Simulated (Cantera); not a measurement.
Input: 1 mol Cr, 0.045 mol O2, 430 mol H2, held at 56.0 mbar.

These are equilibrium values from Cantera (NASA tables, ideal gas, pure condensed phases), not measurements of a reactor. Candidate condensed phases: Cr, Cr2O3, H2O; 13 gas species. Rates play no part.

x: gas mole fraction; n: condensed amount in mol.

| T (K) | x H2 | x H | x Cr | x H2O | x CrO | x OH | n Cr(s) |
|---|---|---|---|---|---|---|---|
| 1625 | 0.999 | 0.000298 | 0.000107 | 0.000209 | ? | 2.63e-9 | 0.954 |
| 1675 | 0.999 | 0.000490 | 0.000249 | 0.000209 | ? | 4.97e-9 | 0.893 |
| 1725 | 0.998 | 0.000784 | 0.000550 | 0.000209 | ? | 9.05e-9 | 0.763 |
| 1775 | 0.997 | 0.00122 | 0.00116 | 0.000209 | ? | 1.59e-8 | 0.500 |
| 1825 | 0.996 | 0.00186 | 0.00232 | 0.000208 | 2.63e-7 | 2.72e-8 | 0 |
| 1875 | 0.995 | 0.00276 | 0.00232 | 0.000208 | 2.82e-7 | 4.51e-8 | 0 |
| 1925 | 0.993 | 0.00403 | 0.00232 | 0.000208 | 3.00e-7 | 7.29e-8 | 0 |
| 1975 | 0.992 | 0.00576 | 0.00231 | 0.000208 | 3.18e-7 | 1.15e-7 | 0 |
| 2025 | 0.989 | 0.00809 | 0.00231 | 0.000207 | 3.37e-7 | 1.77e-7 | 0 |
| 2075 | 0.986 | 0.0112 | 0.00231 | 0.000207 | 3.55e-7 | 2.68e-7 | 0 |

**Question.** Complete the blanks.

**Answer.** 
- 1625, x CrO: 8.92e-9
- 1675, x CrO: 2.26e-8
- 1725, x CrO: 5.40e-8
- 1775, x CrO: 1.23e-7
